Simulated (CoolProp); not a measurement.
Vapour-liquid equilibrium of R22 (1) + benzene (2) at 299.5 K; x and y are mole fractions of (1).

The numbers come from the multi-fluid Helmholtz-energy mixture model, Kamei 1995 and Thol 2012; pair parameters Bell 2016 in CoolProp.

Task: Give the bubble pressure and the first vapour's composition at x = 0.05, 0.15, 0.25. Is there an azeotrope?

Result: x = 0.05: 77.95 kPa, y = 0.830; x = 0.15: 187.9 kPa, y = 0.933; x = 0.25: 284.2 kPa, y = 0.958. No azeotrope shows between x = 0.05 and 0.95.

The pair parameters rest on a limited set of measurements; away from them the model extrapolates. The gap from Raoult's law changes sign with composition, which may be real or a fault of the pair parameters; it wasn't checked against measurements.
